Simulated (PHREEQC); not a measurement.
1 kg of water holding 0.011 mol/kgw K2CO3, 0.019 mol/kgw KCl, 0.023 mol/kgw K2SO4 and 0.43 mol/kgw KHCO3 is evaporated at 30 °C; the solids stay in contact with the brine. CO2 is held at log p = -3.4 (atm). The run lets Arcanite, Kalicinite, Misenite, Sylvite precipitate or redissolve, and no other solid.

The series has 28 steps of water left (kg), from 1.003 to 0.005121.

All values are PHREEQC results (Pitzer model, pitzer.dat), not measurements.

Question: Which solids form, in which order, and at which step of the series does each first stand?

Answer: Arcanite from water left = 0.1441 kg (pH 10.42); Kalicinite from water left = 0.0467 kg (pH 10.95); Sylvite from water left = 0.01156 kg (pH 10.92).
